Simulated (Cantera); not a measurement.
**Thermodynamics of silicon etching in halogen gases, feed Si + HF + N2**

Charge: 1 mol Si, a varied amount of HF, 28 mol N2, held at 925 °C and 1.00 bar.

Cantera equilibrium calculation (NASA polynomials, part measured and part estimated; ideal gas, pure solids and liquids). Candidate condensed phases: Si, Si3N4; 37 gas species. N2 is the only nitrogen source here; it is nearly inert below about 1500 K, so the nitride shown seldom forms there in practice. The tables' values for SiF3 are old estimates; treat these amounts as uncertain. Rates play no part.

| n(HF) (mol) | x N2 | x HF | x H2 | x SiF4 | x SiHF3 | x SiF3 | x NH3 | n Si3N4(s) |
|---|---|---|---|---|---|---|---|---|
| 1.2 | 0.968 | 0.000234 | 0.0210 | 0.0105 | 3.02e-5 | 1.32e-5 | 5.76e-7 | 0.234 |
| 2.9 | 0.927 | 0.000433 | 0.0481 | 0.0240 | 8.57e-5 | 2.48e-5 | 1.96e-6 | 0.0925 |
| 4.6 | 0.886 | 0.0190 | 0.0633 | 0.0316 | 3.39e-6 | 8.57e-7 | 2.89e-6 | 0 |
| 6.2 | 0.843 | 0.0663 | 0.0602 | 0.0301 | 8.81e-7 | 2.28e-7 | 2.62e-6 | 0 |
| 7.9 | 0.802 | 0.112 | 0.0573 | 0.0287 | 4.73e-7 | 1.25e-7 | 2.37e-6 | 0 |
| 9.6 | 0.765 | 0.153 | 0.0546 | 0.0273 | 3.14e-7 | 8.53e-8 | 2.15e-6 | 0 |
| 11 | 0.737 | 0.184 | 0.0526 | 0.0263 | 2.42e-7 | 6.70e-8 | 2.00e-6 | 0 |
| 13 | 0.700 | 0.225 | 0.0500 | 0.0250 | 1.79e-7 | 5.08e-8 | 1.80e-6 | 0 |
x: gas mole fraction; n: condensed amount in mol.

From 1.2 mol HF to 2.9 mol HF the condensed part is Si3N4(s). From 4.6 mol HF to 13 mol HF nothing is condensed. The main Si-bearing gas is SiF4 throughout.
